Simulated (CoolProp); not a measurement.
200 sccm (0 °C, 1 atm) of nitrogen bubbles through liquid octamethyltrisiloxane (MDM) at 288.8 K and leaves saturated at a total pressure of 0.00448 MPa (ideal gas phase). Each further row changes one setting.

Model: reference Helmholtz-energy equation of state, Thol 2017, in CoolProp.

| case | vapour pressure (kPa) | mole fraction of vapour | delivery (mg/min) | delivery (sccm) | change of delivery for a bath 1 K warmer (%) |
|---|---|---|---|---|---|
| as stated | 0.264 | 0.0589 | 132 | ? | 7.8 |
| bath temperature 293.8 K | ? | 0.0834 | 192 | ? | ? |
| total pressure 0.00896 MPa | 0.264 | ? | ? | 6.07 | 7.6 |

Q: Fill in the missing entries.

A: 
- as stated, delivery (sccm): 12.5
- bath temperature 293.8 K, vapour pressure (kPa): 0.374
- bath temperature 293.8 K, delivery (sccm): 18.2
- bath temperature 293.8 K, change of delivery for a bath 1 K warmer (%): 7.7
- total pressure 0.00896 MPa, mole fraction of vapour: 0.0295
- total pressure 0.00896 MPa, delivery (mg/min): 64.1
